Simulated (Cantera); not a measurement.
Charge: 1 mol (CH₃)₂SiCl₂, 0.98 mol HCl, 2.9 mol H₂, held at 652 °C and 15.0 mbar.

These are equilibrium values from Cantera (NASA tables, ideal gas, pure condensed phases), not measurements of a reactor. Candidate condensed phases: C, C₆H₆, C₇H₈, C₈H₁₈, Si, SiC; 109 gas species. The feed counts by its element totals alone. The tables' values for SiCl₃ are old estimates; treat these amounts as uncertain. Equilibrium is a limit: real reactors are often held back by kinetics, nucleation or transport.

Question: What is the equilibrium state?

Answer: 
- x(H₂): 0.805
- x(HCl): 0.121
- x(SiCl₄): 0.0699
- x(CH₄): 0.00221
- x(SiHCl₃): 0.00169
- x(SiCl₃): 9.41e-5
- x(SiCl₂): 5.03e-6
- x(SiH₂Cl₂): 4.00e-6
- n(C(graphite)): 1.51 mol
- n(SiC(s)): 0.474 mol
- gas amount: 7.338 mol
- log10 activity of Si(s) (absent): -3.72
